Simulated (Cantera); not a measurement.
Input (Python, Cantera) and output of one run.

```python
import numpy as np
import cantera as ct

gas_names = [...]  # 113 gases of nasa_gas.yaml made of C, H, O, Pb
cond_names = """
    C(gr) C6H6(L) C7H8(L) C8H18(L),n-octa H2O(s) H2O(L) Pb(cr) Pb(L) PbO(rd) PbO(yw) PbO(L) PbO2(s)
    Pb3O4(s)
""".split()


# ... load() reads the species with a 1 bar reference pressure and builds the phases ...
atoms = {
    'PbO': {'Pb': 1, 'O': 1},
    'C': {'C': 1},
    'H2': {'H': 2},
}
top_T = {'C(gr)': 4500, 'Pb3O4(s)': 820}  # K; cautious upper limits of use, not melting points


# ... equilibrate(T, P, feed) seeds the gas with the atoms and calls Mixture.equilibrate('TP', solver="vcs", rtol=1e-11, max_steps=5000) ...
results = []
T = 1850  # K
P = 13332.2  # Pa
for m in [0.79, 1.3, 1.7, 2.2, 2.6, 3.1, 3.6]:
    feed = {'PbO': 1, 'C': m, 'H2': 0.13}  # mol
    mix = equilibrate(T, P, feed)
    results.append((T, P, feed, dict(zip(mix.species_names, mix.species_moles))))

top = {s: max(r[3][s] / sum(r[3][g] for g in gas_names) for r in results) for s in gas_names}
cols = sorted((s for s in top if top[s] > 1e-06), key=lambda s: -top[s])[:7]
seen = [c for c in cond_names if any(r[3].get(c, 0) > 1e-12 for r in results)]
print("log10 of partial pressures in bar; condensed amounts in mol")
print(f"{'n(C)':>10s}" + "".join(f"{s[:9]:>10s}" for s in cols + seen))
for T, P, feed, n in results:
    ng = sum(n[g] for g in gas_names)
    print(f"{feed['C']:10.4g}" + "".join(f"{np.log10(max(n[s] / ng * P / 1e5, 1e-99)):10.3f}" for s in cols)
          + "".join(f"{n.get(c, 0):10.4g}" for c in seen))
```

Output:

```
log10 of partial pressures in bar; condensed amounts in mol
      n(C)        Pb        CO       CO2        H2       H2O       PbO         H     C(gr)
      0.79    -1.160    -1.349    -1.994    -2.326    -2.367    -3.804    -4.432         0
       1.3    -1.204    -1.203    -6.660    -2.091    -6.944    -8.660    -4.314    0.2999
       1.7    -1.204    -1.203    -6.660    -2.091    -6.944    -8.660    -4.314    0.6999
       2.2    -1.204    -1.203    -6.660    -2.091    -6.944    -8.660    -4.314       1.2
       2.6    -1.204    -1.203    -6.660    -2.091    -6.944    -8.660    -4.314       1.6
       3.1    -1.204    -1.203    -6.660    -2.091    -6.944    -8.660    -4.314       2.1
       3.6    -1.204    -1.203    -6.660    -2.091    -6.944    -8.660    -4.314       2.6
```

Cantera equilibrium calculation (NASA polynomials, part measured and part estimated; ideal gas, pure solids and liquids). Gases not in the tables: (PbO)n polymers.
